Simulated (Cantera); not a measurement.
Input: 1 mol Cu2O, 7 mol CO, a varied amount of H2, equilibrated at 1550 K and 0.0120 bar.

These are equilibrium values from Cantera (NASA tables, ideal gas, pure condensed phases), not measurements of a reactor. Candidate condensed phases: C, C6H6, C7H8, C8H18, Cu, CuO, Cu(OH)2, Cu2O, H2O; 113 gas species. Equilibrium is a limit: real reactors are often held back by kinetics, nucleation or transport.

Problem. At 2.4 mol H2, list the 5 most abundant gas species with their mole fractions, and the condensed phases.

Solution. CO 0.686, H2 0.206, CO2 0.0577, H2O 0.0485, Cu 0.00155. Condensed: Cu(l).
